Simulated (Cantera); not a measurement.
## Iron carbonyl, mercury and lead vapours: Pb + CO + H2

Charge: 1 mol Pb, 0.068 mol CO, 77 mol H2, equilibrated at 10.0 mbar.

These are equilibrium values from Cantera (NASA tables, ideal gas, pure condensed phases), not measurements of a reactor. Candidate condensed phases: C, C6H6, C7H8, C8H18, H2O, Pb, PbO, PbO2, Pb3O4; 113 gas species. The numbers say what is thermodynamically allowed, not how fast it happens.

From 1025 K to 1075 K the condensed part is Pb(l). From 1125 K to 1425 K nothing is condensed. The main Pb-bearing gas is Pb throughout.

```json
[
 {"T (K)": "1025", "log p H2": "-2.00", "log p Pb": "-4.56", "log p CO": "-5.08", "log p H": "-9.36", "n Pb(l)": "0.785"},
 {"T (K)": "1075", "log p H2": "-2.00", "log p Pb": "-4.12", "log p CO": "-5.07", "log p H": "-8.84", "n Pb(l)": "0.410"},
 {"T (K)": "1125", "log p H2": "-2.01", "log p Pb": "-3.89", "log p CO": "-5.07", "log p H": "-8.36", "n Pb(l)": "0"},
 {"T (K)": "1175", "log p H2": "-2.01", "log p Pb": "-3.89", "log p CO": "-5.06", "log p H": "-7.91", "n Pb(l)": "0"},
 {"T (K)": "1225", "log p H2": "-2.01", "log p Pb": "-3.89", "log p CO": "-5.06", "log p H": "-7.51", "n Pb(l)": "0"},
 {"T (K)": "1275", "log p H2": "-2.01", "log p Pb": "-3.89", "log p CO": "-5.06", "log p H": "-7.14", "n Pb(l)": "0"},
 {"T (K)": "1325", "log p H2": "-2.01", "log p Pb": "-3.89", "log p CO": "-5.06", "log p H": "-6.79", "n Pb(l)": "0"},
 {"T (K)": "1375", "log p H2": "-2.01", "log p Pb": "-3.89", "log p CO": "-5.06", "log p H": "-6.47", "n Pb(l)": "0"},
 {"T (K)": "1425", "log p H2": "-2.01", "log p Pb": "-3.89", "log p CO": "-5.06", "log p H": "-6.17", "n Pb(l)": "0"}
]
```
log p: log10 of the partial pressure in bar; n: condensed amount in mol.
